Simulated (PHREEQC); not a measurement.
Acid mine or pickling water: speciation

A made-up water analysis in mmol/kgw, 25 °C, pH 3.32, pe 10.2:

```
constituent  mmol/kgw
-----------  --------
Na               6.36
K               0.257
Ca                 17
Mg             0.0396
Cl               5.03
S(6)             18.8
Sr              0.036
Li              0.954
```

Cl is adjusted to close the charge balance.
Valence states are taken as typed.

Computed with PHREEQC (ion-association model, phreeqc.dat).

Each row changes one thing in this solution. This is a speciation only: nothing precipitates in the calculation.

```
case                                               ionic strength (mol/kgw)  SO4-2 (mol/kgw)  Ca+2 (mol/kgw)  HSO4- (mol/kgw)  Mg+2 (mol/kgw)  Sr+2 (mol/kgw)  SI of Gypsum (CaSO4:2H2O)  SI of Halite (NaCl)
-------------------------------------------------  ------------------------  ---------------  --------------  ---------------  --------------  --------------  -------------------------  -------------------
as made                                                              0.0557           0.0128          0.0116         0.000328         2.43e-5         2.38e-5                      +0.07                -6.26
temperature from 25 to 10 °C at the same typed pH                    0.0568           0.0132          0.0118              [?]         2.75e-5         2.49e-5                      +0.11                -6.25
S(6) from 18.8 to 9.4 mmol/kgw                                       0.0561              [?]          0.0139              [?]         3.06e-5         2.90e-5                      -0.18                -5.58
```

Q: What belongs in the gaps?

A: 
- temperature from 25 to 10 °C at the same typed pH, HSO4- (mol/kgw): 0.000250
- S(6) from 18.8 to 9.4 mmol/kgw, SO4-2 (mol/kgw): 0.00607
- S(6) from 18.8 to 9.4 mmol/kgw, HSO4- (mol/kgw): 0.000155

Some of these states are supersaturated (in Gypsum, for instance). At this temperature some constants are extrapolated from 25 °C, and those without enthalpy data are left unchanged.
